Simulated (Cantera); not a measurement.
What does this Cantera script print?

```python
import numpy as np
import cantera as ct

gas_names = """
    CL CLO CL2 H HCL HOCL HO2 H2 H2O H2O2 O OH O2 O3
""".split()
cond_names = """
    H2O(s) H2O(L)
""".split()


# ... load() reads the species with a 1 bar reference pressure and builds the phases ...
atoms = {
    'HCl': {'H': 1, 'CL': 1},
    'H2O': {'H': 2, 'O': 1},
}
top_T = {}  # K; cautious upper limits of use, not melting points


# ... equilibrate(T, P, feed) seeds the gas with the atoms and calls Mixture.equilibrate('TP', solver="vcs", rtol=1e-11, max_steps=5000) ...
results = []
feed = {'HCl': 1, 'H2O': 1.3}  # mol
P = 120000  # Pa
for T in [2700, 2775, 2850, 2925, 3000, 3075, 3150, 3225, 3300]:
    mix = equilibrate(T, P, feed)
    results.append((T, P, feed, dict(zip(mix.species_names, mix.species_moles))))

top = {s: max(r[3][s] / sum(r[3][g] for g in gas_names) for r in results) for s in gas_names}
cols = sorted((s for s in top if top[s] > 0.001), key=lambda s: -top[s])[:6]
seen = [c for c in cond_names if any(r[3].get(c, 0) > 1e-12 for r in results)]
print("log10 of partial pressures in bar; condensed amounts in mol")
print(f"{'T/K':>10s}" + "".join(f"{s[:9]:>10s}" for s in cols + seen))
for T, P, feed, n in results:
    ng = sum(n[g] for g in gas_names)
    print(f"{T:10.4g}" + "".join(f"{np.log10(max(n[s] / ng * P / 1e5, 1e-99)):10.3f}" for s in cols)
          + "".join(f"{n.get(c, 0):10.4g}" for c in seen))
```

It prints:

```
log10 of partial pressures in bar; condensed amounts in mol
       T/K       H2O       HCL        H2         H        CL        OH
      2700    -0.241    -0.370    -1.146    -1.818    -1.200    -1.505
      2775    -0.260    -0.388    -1.073    -1.662    -1.137    -1.410
      2850    -0.283    -0.408    -1.007    -1.515    -1.080    -1.324
      2925    -0.311    -0.432    -0.948    -1.378    -1.027    -1.246
      3000    -0.344    -0.459    -0.896    -1.249    -0.979    -1.176
      3075    -0.382    -0.489    -0.851    -1.129    -0.936    -1.115
      3150    -0.428    -0.523    -0.813    -1.018    -0.898    -1.063
      3225    -0.481    -0.561    -0.784    -0.914    -0.864    -1.020
      3300    -0.542    -0.604    -0.762    -0.818    -0.834    -0.986
```

Equilibrium computed with Cantera from the NASA thermochemical tables; the gas is ideal and each condensed phase is pure.
